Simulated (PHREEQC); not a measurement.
PHREEQC input (Pitzer model, pitzer.dat):

```
SOLUTION 1
  temp 30
  units mol/kgw
  pH 7 charge
  Br 0.331
  Mg 0.16
  Na 0.017
  Cl 0.006
END
USE solution 1
INCREMENTAL_REACTIONS false
REACTION 1
  H2O -1
  0 9.886 18.011 24.689 30.178 34.689 38.397 41.444
  43.949 46.007 47.699 49.089 50.232 moles
EQUILIBRIUM_PHASES 1
  Bischofite 0 0
  Brucite 0 0
  Halite 0 0
  MgCl2_4H2O 0 0
SELECTED_OUTPUT 1
  -reset false
  -pH true
  -pe true
  -ionic_strength true
  -water true
  -activities H2O
  -totals Br Cl Mg Na
  -molalities H+ Na+ Mg+2 Cl- Br- OH- MgOH+
  -equilibrium_phases Bischofite Brucite Halite MgCl2_4H2O
PRINT
  -reset false
END
```

Selected output (columns that matter, 13 of 13 rows; water left (kg) added in front):

```
water left (kg)	pH	mu	Br	Cl	Mg	Na	m_H+	m_Na+	m_Mg+2	m_Cl-	m_Br-	m_OH-	la_H2O
1	6.3794	0.497	0.331	0.006	0.16	0.017	5.1124e-07	0.017	0.16	0.006	0.331	7.8242e-08	-0.0035913
0.821894	6.3326	0.6047	0.40273	0.0073002	0.19467	0.020684	5.5689e-07	0.020684	0.19467	0.0073002	0.40273	7.6011e-08	-0.0044158
0.675514	6.281	0.73574	0.49	0.0088821	0.23686	0.025166	6.0816e-07	0.025166	0.23686	0.0088821	0.49	7.3587e-08	-0.0054475
0.555203	6.2237	0.89517	0.59618	0.010807	0.28818	0.030619	6.6596e-07	0.030619	0.28818	0.010807	0.59618	7.0887e-08	-0.0067466
0.456313	6.1594	1.0892	0.72538	0.013149	0.35064	0.037255	7.3149e-07	0.037255	0.35064	0.013149	0.72538	6.7811e-08	-0.0083955
0.375043	6.0865	1.3252	0.88257	0.015998	0.42662	0.045328	8.0628e-07	0.045328	0.42662	0.015998	0.88257	6.424e-08	-0.010508
0.30824	6.0027	1.6124	1.0738	0.019465	0.51908	0.055152	8.9241e-07	0.055152	0.51908	0.019465	1.0738	6.0046e-08	-0.013244
0.253345	5.9054	1.9618	1.3065	0.023683	0.63155	0.067102	9.927e-07	0.067102	0.63155	0.023683	1.3065	5.5111e-08	-0.016834
0.208215	5.7909	2.387	1.5897	0.028816	0.76844	0.081646	1.1112e-06	0.081646	0.76844	0.028816	1.5897	4.935e-08	-0.021613
0.171138	5.6544	2.9041	1.9341	0.035059	0.93492	0.099335	1.2532e-06	0.099335	0.93492	0.035059	1.9341	4.2768e-08	-0.028063
0.140655	5.4902	3.5335	2.3533	0.042658	1.1375	0.12086	1.4267e-06	0.12086	1.1375	0.042658	2.3533	3.5497e-08	-0.036908
0.115613	5.2908	4.2988	2.863	0.051897	1.3839	0.14704	1.6422e-06	0.14704	1.3839	0.051897	2.863	2.7854e-08	-0.049201
0.0950203	5.0469	5.2305	3.4835	0.063144	1.6839	0.17891	1.9144e-06	0.17891	1.6838	0.063144	3.4835	2.0323e-08	-0.066527
```

Complexes and solids missing from the database can't appear.
